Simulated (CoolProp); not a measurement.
Properties of R125 at several states.

Values from CoolProp's reference Helmholtz-energy equation of state, Lemmon 2005.

```tsv
T (K)	p (MPa)	phase	Z	cp (kJ/(kg K))	cv (kJ/(kg K))	isothermal compressibility (1/MPa)	viscosity (µPa s)
180.3	0.431	liquid	0.02071	1.041	0.6836	0.001143	956
362.3	2.97	gas	0.7351	1.163	0.8809	0.4862	17.9
404.2	0.145	gas	0.9926	0.9442	0.8721	6.948	17.2
```

Viscosity comes from a separate model (Huber 2006).
